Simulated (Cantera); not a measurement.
Input: 1 mol C2H5OH, 0.18 mol NH3, 0.63 mol N2, at 13.3 mbar.

Cantera equilibrium calculation (NASA polynomials, part measured and part estimated; ideal gas, pure solids and liquids). Candidate condensed phases: C, C6H6, C7H8, C8H18, H2O; 136 gas species. The numbers say what is thermodynamically allowed, not how fast it happens.

x: gas mole fraction; n: condensed amount in mol.

```
T (K)   x H2      x H   x CO   x N2    x HCN  x C2H2 (acetylene)  n C(graphite)
-----  -----  -------  -----  -----  -------  ------------------  -------------
1975   0.645  0.00952  0.199  0.141  0.00403                   ?          0.974
2075   0.636   0.0184  0.199  0.140  0.00585                   ?          0.961
2175   0.622   0.0333  0.197  0.138  0.00812                   ?          0.941
2275   0.600   0.0570  0.195  0.134   0.0108                   ?          0.916
2375   0.568   0.0920  0.191  0.130   0.0138                   ?          0.882
2475   0.524    0.141  0.186  0.124   0.0170                   ?          0.840
2575   0.467    0.205  0.180  0.118   0.0199                   ?          0.789
2675   0.399    0.282  0.172  0.110   0.0223                   ?          0.726
```

Question: What belongs in the gaps?

Answer: 
- 1975, x C2H2 (acetylene): 0.000419
- 2075, x C2H2 (acetylene): 0.000789
- 2175, x C2H2 (acetylene): 0.00139
- 2275, x C2H2 (acetylene): 0.00229
- 2375, x C2H2 (acetylene): 0.00353
- 2475, x C2H2 (acetylene): 0.00509
- 2575, x C2H2 (acetylene): 0.00686
- 2675, x C2H2 (acetylene): 0.00859
